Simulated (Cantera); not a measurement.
An adiabatic, constant-volume homogeneous reactor starts with CH4 : O2 : N2 : H2 = 1 : 1.67 : 6 : 0.018 (molar parts), equivalence ratio 1.2, at 1448 K and 4800 Torr.

Cantera simulation using GRI-Mech 3.0 (53 species, 325 reactions); the numbers are that mechanism's predictions, not measurements. Above 3000 K some thermodynamic fits are extrapolated.

### Question
Predict: time of steepest temperature rise; temperature at 6.00 s; equilibrium temperature; x(O2) at 6.00 s; x(H2) at 6.00 s; x(NO) at 6.00 s; x(H2O2) at 6.00 s.

### Answer
```
Property                                                             Value
---------------------------------  ---------------------------------------
time of steepest temperature rise                                 0.405 ms
temperature at 6.00 s                                               3107 K
equilibrium temperature                                             3107 K
x(O2) at 6.00 s                    0.00632 (gas-phase equilibrium 0.00632)
x(H2) at 6.00 s                      0.0352 (gas-phase equilibrium 0.0352)
x(NO) at 6.00 s                    0.00850 (gas-phase equilibrium 0.00850)
x(H2O2) at 6.00 s                  1.03e-6 (gas-phase equilibrium 1.03e-6)
```
